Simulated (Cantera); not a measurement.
Input: 1 mol AlCl3, 1.4 mol N2O, 2.9 mol H2, equilibrated at 0.00720 bar.

Method: chemical equilibrium by Gibbs-energy minimisation in Cantera with the NASA 1993 tables (ideal gas, pure condensed phases). Candidate condensed phases: Al, AlCl3, AlN, Al2O3, H2O, NH4Cl; 45 gas species. The tables' values for AlCl2 are old estimates; treat these amounts as uncertain. Equilibrium is a limit: real reactors are often held back by kinetics, nucleation or transport. All values below are at 1848 K.

Base state: HCl 0.485, H2 0.253, N2 0.241, AlCl3 0.00514, Cl 0.00459, AlCl 0.00427, H 0.00314, AlCl2 0.00284 (mole fractions); condensed: Al2O3(s).

Task: What changes in the equilibrium state with this change: H2 from 2.9 to 14 mol?

Result: 
```tsv
species	before	after
H2	0.253	0.735
HCl	0.485	0.170
N2	0.241	0.0824
AlCl	0.00427	0.00401
AlCl3	0.00514	0.000203
AlCl2	0.00284	0.000547
Cl	0.00459	0.000941
Al2O3(s), mol	0.464	0.459
```

Task: What changes in the equilibrium state with this change: N2O from 1.4 to 1.5 mol?

Result: 
```json
[
 {"species": "HCl", "before": "0.485", "after": "0.497"},
 {"species": "N2", "before": "0.241", "after": "0.253"},
 {"species": "H2", "before": "0.253", "after": "0.236"},
 {"species": "AlCl3", "before": "0.00514", "after": "0.00106"},
 {"species": "AlCl", "before": "0.00427", "after": "0.000783"},
 {"species": "AlCl2", "before": "0.00284", "after": "0.000551"},
 {"species": "H2O", "before": "0.00119", "after": "0.00359"},
 {"species": "Al2O3(s), mol", "before": "0.464", "after": "0.493"}
]
```

Task: What changes in the equilibrium state with this change: pressure from 0.00720 bar to 0.000550 bar?

Result: 
```tsv
species	before	after
HCl	0.485	0.475
H2	0.253	0.246
N2	0.241	0.237
Cl	0.00459	0.0165
H	0.00314	0.0112
AlCl	0.00427	0.00966
AlCl3	0.00514	0.000876
AlOCl	3.71e-5	0.000114
AlCl2	0.00284	0.00176
H2O	0.00119	0.00158
Al2O3(s), mol	0.464	0.463
```
